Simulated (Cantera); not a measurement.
A freely propagating, adiabatic, planar premixed flame of CO : H2 : O2 : N2 = 1 : 1.4 : 0.8 : 3.68 (molar parts), unburnt at 550 K and 9.00 bar; multicomponent+Soret transport, grid criteria slope 0.08 and curve 0.16, no radiation.

Model: GRI-Mech 3.0 (53 species, 325 reactions), integrated in Cantera. The hydrogen kinetics of GRI-Mech 3.0 are dated; newer H2 mechanisms differ, most at raised pressure. Burning velocities carry a grid error of a few per cent, more on coarse grids.

Problem. Predict: laminar burning velocity; thermal thickness; peak x(OH).

Solution. 
- laminar burning velocity = 299 cm/s
- thermal thickness = 0.0318 mm
- peak x(OH) = 0.00782
